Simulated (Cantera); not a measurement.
# Premixed flame

A freely propagating, adiabatic, planar premixed flame of CH4 : CO : O2 : N2 = 1 : 0.088 : 2.13 : 8.01 (molar parts), unburnt at 500 K and 2.30 bar; multicomponent transport, grid criteria slope 0.08 and curve 0.16, no radiation.

Computed with Cantera and GRI-Mech 3.0 (53 species, 325 reactions). Burning velocities carry a grid error of a few per cent, more on coarse grids.

```json
[
 {"z (mm)": "-0.585", "T (K)": "500", "u (m/s)": "0.699", "x CH4": "0.0890", "x CO": "0.00783", "x O2": "0.190", "x C2H": "<1e-8", "x H2O2": "1.42e-8", "x C2H4": "1.10e-8"},
 {"z (mm)": "-0.390", "T (K)": "502", "u (m/s)": "0.703", "x CH4": "0.0888", "x CO": "0.00785", "x O2": "0.189", "x C2H": "<1e-8", "x H2O2": "1.71e-7", "x C2H4": "1.79e-7"},
 {"z (mm)": "-0.293", "T (K)": "510", "u (m/s)": "0.716", "x CH4": "0.0882", "x CO": "0.00798", "x O2": "0.188", "x C2H": "<1e-8", "x H2O2": "1.00e-6", "x C2H4": "1.42e-6"},
 {"z (mm)": "-0.195", "T (K)": "571", "u (m/s)": "0.805", "x CH4": "0.0845", "x CO": "0.00915", "x O2": "0.184", "x C2H": "<1e-8", "x H2O2": "7.21e-6", "x C2H4": "1.69e-5"},
 {"z (mm)": "-0.0975", "T (K)": "966", "u (m/s)": "1.38", "x CH4": "0.0608", "x CO": "0.0196", "x O2": "0.151", "x C2H": "<1e-8", "x H2O2": "3.07e-5", "x C2H4": "0.000218"},
 {"z (mm)": "-0.0488", "T (K)": "1382", "u (m/s)": "1.99", "x CH4": "0.0335", "x CO": "0.0337", "x O2": "0.110", "x C2H": "<1e-8", "x H2O2": "1.82e-5", "x C2H4": "0.000477"},
 {"z (mm)": "0", "T (K)": "1786", "u (m/s)": "2.58", "x CH4": "0.00732", "x CO": "0.0469", "x O2": "0.0627", "x C2H": "1.58e-7", "x H2O2": "1.79e-6", "x C2H4": "0.000277"},
 {"z (mm)": "0.0488", "T (K)": "1955", "u (m/s)": "2.81", "x CH4": "0.000384", "x CO": "0.0419", "x O2": "0.0362", "x C2H": "8.27e-8", "x H2O2": "6.02e-7", "x C2H4": "9.37e-6"},
 {"z (mm)": "0.0975", "T (K)": "2015", "u (m/s)": "2.89", "x CH4": "9.91e-6", "x CO": "0.0324", "x O2": "0.0278", "x C2H": "<1e-8", "x H2O2": "4.84e-7", "x C2H4": "7.71e-8"},
 {"z (mm)": "0.195", "T (K)": "2089", "u (m/s)": "2.97", "x CH4": "2.23e-8", "x CO": "0.0238", "x O2": "0.0228", "x C2H": "<1e-8", "x H2O2": "3.78e-7", "x C2H4": "<1e-8"},
 {"z (mm)": "0.390", "T (K)": "2171", "u (m/s)": "3.08", "x CH4": "<1e-8", "x CO": "0.0185", "x O2": "0.0191", "x C2H": "<1e-8", "x H2O2": "2.76e-7", "x C2H4": "<1e-8"},
 {"z (mm)": "0.780", "T (K)": "2244", "u (m/s)": "3.17", "x CH4": "<1e-8", "x CO": "0.0143", "x O2": "0.0160", "x C2H": "<1e-8", "x H2O2": "2.02e-7", "x C2H4": "<1e-8"},
 {"z (mm)": "1.56", "T (K)": "2296", "u (m/s)": "3.23", "x CH4": "<1e-8", "x CO": "0.0106", "x O2": "0.0135", "x C2H": "<1e-8", "x H2O2": "1.59e-7", "x C2H4": "<1e-8"}
]
```
x: mole fraction of selected species; z is measured from the peak of heat release.

```json
{
 "laminar_burning_velocity": "69.9 cm/s",
 "thermal_thickness": "0.195 mm",
 "peak x(C2H)": "2.21e-7",
 "peak x(H2O2)": "3.16e-5",
 "peak x(C2H4)": "0.000511",
 "grid_points": "143"
}
```
